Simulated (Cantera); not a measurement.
# Premixed flame

A freely propagating, adiabatic, planar premixed flame of H2 : O2 : N2 : H2O = 1 : 0.227 : 0.855 : 0.093 (molar parts), equivalence ratio 2.2, unburnt at 600 K and 0.148 atm; unity-Lewis-number transport, grid criteria slope 0.08 and curve 0.16, no radiation.

Cantera simulation using the H2/O2 subset of GRI-Mech 3.0, which has no nitrogen chemistry; the numbers are that mechanism's predictions, not measurements. Unity Lewis numbers drop preferential diffusion, which matters most where H2 and H carry the flame. Burning velocities carry a grid error of a few per cent, more on coarse grids.

```json
[
 {"z (mm)": "-13.4", "T (K)": "600", "u (m/s)": "4.01", "x H2": "0.460", "x O2": "0.104", "x H2O": "0.0428", "x HO2": "<1e-8", "x H": "<1e-8", "x OH": "<1e-8"},
 {"z (mm)": "-8.91", "T (K)": "600", "u (m/s)": "4.01", "x H2": "0.460", "x O2": "0.104", "x H2O": "0.0428", "x HO2": "<1e-8", "x H": "<1e-8", "x OH": "<1e-8"},
 {"z (mm)": "-6.68", "T (K)": "600", "u (m/s)": "4.01", "x H2": "0.460", "x O2": "0.104", "x H2O": "0.0428", "x HO2": "2.73e-8", "x H": "<1e-8", "x OH": "<1e-8"},
 {"z (mm)": "-4.45", "T (K)": "600", "u (m/s)": "4.01", "x H2": "0.460", "x O2": "0.104", "x H2O": "0.0428", "x HO2": "9.46e-7", "x H": "2.42e-8", "x OH": "<1e-8"},
 {"z (mm)": "-2.23", "T (K)": "616", "u (m/s)": "4.11", "x H2": "0.458", "x O2": "0.103", "x H2O": "0.0449", "x HO2": "4.53e-5", "x H": "0.000126", "x OH": "6.18e-6"},
 {"z (mm)": "-1.11", "T (K)": "761", "u (m/s)": "5.04", "x H2": "0.435", "x O2": "0.0921", "x H2O": "0.0695", "x HO2": "3.37e-5", "x H": "0.00656", "x OH": "0.000134"},
 {"z (mm)": "0", "T (K)": "1114", "u (m/s)": "7.23", "x H2": "0.305", "x O2": "0.0392", "x H2O": "0.177", "x HO2": "9.45e-6", "x H": "0.0704", "x OH": "0.00125"},
 {"z (mm)": "1.11", "T (K)": "1331", "u (m/s)": "8.53", "x H2": "0.216", "x O2": "0.00468", "x H2O": "0.249", "x HO2": "9.72e-7", "x H": "0.116", "x OH": "0.00242"},
 {"z (mm)": "2.23", "T (K)": "1427", "u (m/s)": "9.08", "x H2": "0.214", "x O2": "0.00108", "x H2O": "0.258", "x HO2": "2.04e-7", "x H": "0.110", "x OH": "0.00295"},
 {"z (mm)": "4.45", "T (K)": "1536", "u (m/s)": "9.69", "x H2": "0.223", "x O2": "0.000680", "x H2O": "0.260", "x HO2": "1.17e-7", "x H": "0.0941", "x OH": "0.00352"},
 {"z (mm)": "8.91", "T (K)": "1654", "u (m/s)": "10.3", "x H2": "0.235", "x O2": "0.000523", "x H2O": "0.263", "x HO2": "8.40e-8", "x H": "0.0761", "x OH": "0.00390"},
 {"z (mm)": "17.8", "T (K)": "1771", "u (m/s)": "11.0", "x H2": "0.245", "x O2": "0.000352", "x H2O": "0.266", "x HO2": "5.61e-8", "x H": "0.0585", "x OH": "0.00391"},
 {"z (mm)": "35.6", "T (K)": "1877", "u (m/s)": "11.5", "x H2": "0.255", "x O2": "0.000205", "x H2O": "0.270", "x HO2": "3.50e-8", "x H": "0.0424", "x OH": "0.00351"}
]
```
x: mole fraction of selected species; z is measured from the peak of heat release.

- laminar burning velocity: 401 cm/s
- thermal thickness: 4.45 mm
- peak x(HO2): 4.99e-5
- peak x(H): 0.116
- peak x(OH): 0.00395
- grid points: 136
